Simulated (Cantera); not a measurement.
# Adiabatic ignition

An adiabatic, constant-volume homogeneous reactor starts with CH4 : CO : O2 : N2 = 1 : 0.86 : 2.43 : 9.14 (molar parts), equivalence ratio 1.0, at 1723 K and 1.00 bar.

Cantera simulation using GRI-Mech 3.0 (53 species, 325 reactions); the numbers are that mechanism's predictions, not measurements.

```csv
t (s),T (K),P (bar),x CH4,x CO,x O2,x C2H6,x HO2
4.00e-6,1723,1.000,0.0744,0.0640,0.181,2.00e-9,1.88e-6
1.05e-5,1723,1.000,0.0744,0.0640,0.181,4.73e-8,3.92e-6
2.76e-5,1723,1.000,0.0743,0.0640,0.181,1.16e-6,6.87e-6
7.26e-5,1724,1.00,0.0734,0.0640,0.180,3.63e-5,1.70e-5
0.000191,2711,1.66,<1e-12,0.0781,0.0379,<1e-12,7.66e-6
0.000502,2949,1.78,<1e-12,0.0724,0.0307,<1e-12,1.08e-5
0.00132,2943,1.77,<1e-12,0.0727,0.0287,<1e-12,1.02e-5
0.00346,2942,1.77,<1e-12,0.0727,0.0286,<1e-12,1.02e-5
0.00910,2942,1.77,<1e-12,0.0727,0.0286,<1e-12,1.02e-5
0.0239,2942,1.77,<1e-12,0.0727,0.0286,<1e-12,1.02e-5
0.0629,2942,1.77,<1e-12,0.0727,0.0286,<1e-12,1.02e-5
0.165,2942,1.77,<1e-12,0.0727,0.0286,<1e-12,1.02e-5
0.434,2942,1.77,<1e-12,0.0727,0.0286,<1e-12,1.02e-5
1.14,2942,1.77,<1e-12,0.0727,0.0286,<1e-12,1.02e-5
3.00,2942,1.77,<1e-12,0.0727,0.0286,<1e-12,1.02e-5
```
x: mole fraction; the columns are a selection and need not sum to one.

time of steepest temperature rise: 0.177 ms
temperature at 3.00 s: 2942 K
equilibrium temperature: 2942 K
x(CH4) at 3.00 s: <1e-12 (gas-phase equilibrium <1e-12)
x(CO) at 3.00 s: 0.0727 (gas-phase equilibrium 0.0727)
x(O2) at 3.00 s: 0.0286 (gas-phase equilibrium 0.0286)
